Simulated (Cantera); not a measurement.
Charge: 1 mol Fe, 0.26 mol O2, 21 mol H2, equilibrated at 1652 °C and 1.00 bar.

Equilibrium computed with Cantera from the NASA thermochemical tables; the gas is ideal and each condensed phase is pure. Candidate condensed phases: Fe, FeO, Fe(OH)2, Fe(OH)3, Fe2O3, Fe3O4, H2O; 12 gas species. Equilibrium is a limit: real reactors are often held back by kinetics, nucleation or transport.

Base state: H2 0.974, H2O 0.0247, H 0.000944, Fe 0.000152 (mole fractions); condensed: Fe(l).

Q: What changes in the equilibrium state with this change: O2 from 0.26 to 0.55 mol?

A: 
| species | before | after |
|---|---|---|
| H2 | 0.974 | 0.947 |
| H2O | 0.0247 | 0.0523 |
| H | 0.000944 | 0.000930 |
| Fe | 0.000152 | 0.000152 |
| Fe(l), mol | 0.997 | 0.997 |
